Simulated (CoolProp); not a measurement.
Propylene along the isobar 4.21 MPa: fugacity coefficient from the reference equation and from simpler models built on Tc = 364.2 K, pc = 4.555 MPa, ω = 0.146; each cubic takes its own stable root.

The numbers come from the reference Helmholtz-energy equation of state, Lemmon 2013 in CoolProp.

```tsv
T (K)	phase	reference	van der Waals	Redlich-Kwong	Soave-Redlich-Kwong	Peng-Robinson
283	liquid	0.1801	0.3411	0.2102	0.1843	…
289.9	liquid	0.2121	0.3730	0.2444	0.2173	0.2105
296.8	liquid	0.2471	0.4058	0.2811	0.2535	0.2453
303.7	liquid	0.2852	0.4395	0.3203	0.2927	0.2830
310.6	liquid	0.3262	0.4738	0.3616	0.3347	…
317.5	liquid	0.3699	0.5086	0.4049	…	0.3665
324.4	liquid	…	0.5437	0.4496	0.4263	0.4118
331.3	liquid	…	0.5788	0.4954	0.4751	0.4589
338.3	liquid	0.5150	0.6143	0.5426	0.5259	0.5080
345.2	liquid	0.5662	0.6488	0.5890	0.5766	…
352.1	liquid	0.6178	0.6822	0.6345	0.6267	0.6056
365.9	gas	0.6953	0.7259	0.6986	0.6990	0.6765
372.8	gas	0.7153	0.7399	0.7165	0.7185	0.6958
379.7	gas	0.7329	0.7526	0.7325	0.7360	0.7131
386.6	gas	0.7487	0.7643	0.7472	0.7519	0.7290
```

Complete the blanks.


- 283, Peng-Robinson: 0.1788
- 310.6, Peng-Robinson: 0.3235
- 317.5, Soave-Redlich-Kwong: 0.3794
- 324.4, reference: 0.4160
- 331.3, reference: 0.4643
- 345.2, Peng-Robinson: 0.5570
